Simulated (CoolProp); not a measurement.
n-perfluorobutane at several states: density (kg/m³) from the reference equation and from simpler models built on Tc = 386.3 K, pc = 2322 kPa, ω = 0.372; each cubic takes its own stable root.

Model: reference Helmholtz-energy equation of state, Gao 2022, in CoolProp.

| T (K) | p (kPa) | phase | reference | Soave-Redlich-Kwong | Peng-Robinson |
|---|---|---|---|---|---|
| 190.3 | 360 | liquid | 1876 | 1740 | 1955 |
| 228.7 | 2710 | liquid | 1752 | 1657 | 1866 |
| 168.8 | 8920 | liquid | 1972 | 1800 | 2016 |
| 428.2 | 3410 | supercritical | 398.5 | 381.9 | 403.6 |
| 241.4 | 258 | liquid | 1700 | 1609 | 1816 |
